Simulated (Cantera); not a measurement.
## Fe + HCl + H₂ (chemical vapour transport)

Feed: 1 mol Fe, a varied amount of HCl, 1.4 mol H₂, held at 1273 K and 6.90 bar.

Cantera equilibrium calculation (NASA polynomials, part measured and part estimated; ideal gas, pure solids and liquids). Candidate condensed phases: Fe, FeCl₂, FeCl₃; 11 gas species. Rates play no part.

```
n(HCl) (mol)   x H₂   x HCl   x FeCl₂  x Fe₂Cl₄  n Fe(γ)
------------  -----  ------  --------  --------  -------
0.029         0.980  0.0199  0.000186   6.99e-8    1.000
0.043         0.971  0.0290  0.000398   3.20e-7    0.999
0.064         0.957  0.0420  0.000847   1.45e-6    0.999
0.096         0.938  0.0606   0.00180   6.51e-6    0.997
0.14          0.913  0.0837   0.00353   2.52e-5    0.994
0.22          0.872   0.120   0.00760  0.000117    0.987
0.33          0.825   0.160    0.0143  0.000415    0.974
0.49          0.769   0.205    0.0250   0.00126    0.948
0.73          0.707   0.250    0.0405   0.00331    0.900
1.1           0.640   0.291    0.0609   0.00749    0.812
```
x: gas mole fraction; n: condensed amount in mol.

From 0.029 mol HCl to 1.1 mol HCl the condensed part is Fe(γ). The main Fe-bearing gas is FeCl₂ throughout. The share of Fe in condensed phases is highest at 0.029 mol HCl (100.0 %) and lowest at 1.1 mol HCl (81.2 %).
